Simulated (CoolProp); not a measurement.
Vapour-liquid equilibrium of R22 (1) + n-hexane (2) at 278.9 K; x and y are mole fractions of (1).

Model: multi-fluid Helmholtz-energy mixture model, Kamei 1995 and Thol 2019; pair parameters Bell 2016, in CoolProp.

Question: Give the bubble pressure and the first vapour's composition at x = 0.25, 0.45, 0.85. Is there an azeotrope?

Answer: x = 0.25: 2.174 bar, y = 0.967; x = 0.45: 3.348 bar, y = 0.982; x = 0.85: 5.117 bar, y = 0.994. No azeotrope shows between x = 0.05 and 0.95.

The pair parameters rest on a limited set of measurements; away from them the model extrapolates.
